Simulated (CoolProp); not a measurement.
Vapour-liquid equilibrium of acetone (1) + n-dodecane (2) at 134.35 °C; x and y are mole fractions of (1).

The numbers come from the multi-fluid Helmholtz-energy mixture model, Lemmon 2006 and Lemmon 2004; pair parameters Bell 2016 in CoolProp.

```
x     bubble pressure, mixture model (kPa)  bubble pressure, Raoult's law (kPa)  y, mixture model  y, Raoult's law
----  ------------------------------------  -----------------------------------  ----------------  ---------------
0.05                                 51.56                                49.74             0.835            0.834
0.2                                  224.7                                172.9             0.964            0.960
0.35                                 392.3                                296.1             0.981            0.981
0.5                                  507.5                                419.3             0.986            0.990
0.65                                 586.7                                542.5             0.989            0.994
0.8                                  668.0                                665.7             0.992            0.997
0.95                                 782.2                                788.9             0.998            0.999
```

The largest gap from Raoult's law is +32.5 % in bubble pressure, at x = 0.35. No azeotrope shows between x = 0.05 and 0.95.

The pair parameters rest on a limited set of measurements; away from them the model extrapolates. The gap from Raoult's law changes sign with composition, which may be real or a fault of the pair parameters; it wasn't checked against measurements.
